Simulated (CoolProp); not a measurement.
The numbers come from the reference Helmholtz-energy equation of state, Span 2003 in CoolProp. It is a short technical equation, of lower accuracy than the large ones.

Q: Give the vapour pressure (MPa), enthalpy of vaporisation (kJ/kg), vapour Z, surface tension (mN/m) of saturated n-heptane at 484.4 K.

A: 
| T (K) | p (MPa) | enthalpy of vaporisation (kJ/kg) | vapour Z | surface tension (mN/m) |
|---|---|---|---|---|
| 484.4 | 1.18 | 204 | 0.700 | 3.20 |

Surface tension comes from a separate correlation (Mulero 2012).
